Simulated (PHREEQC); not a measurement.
Consider water at 25 °C with 28 mmol/kgw HF and 57 mmol/kgw FeCl3. Closed to the air; pH follows from the charge balance.

Computed with PHREEQC (ion-association model, phreeqc.dat).

Precipitation was switched off in this run.

### Question
Order these F species by the share of F that they hold, largest first: HF, FeF2+, FeF+2.

### Answer
FeF+2 (90 %), FeF2+ (9.6 %), HF (0.41 %)

### Question
Order these Cl species by the share of Cl that they hold, largest first: FeCl+2, Cl-, FeCl2+.

### Answer
Cl- (88 %), FeCl+2 (8.7 %), FeCl2+ (3.2 %)

The pH is 1.62 and the ionic strength 0.227 mol/kgw. Saturation is exceeded, for instance for Hematite (slow to form), Goethite (slow to form); the values hold only as long as no solid forms. Complexes and solids missing from the database can't appear. Fluoro complexes past AlF4- and FeF3 are missing from the database.
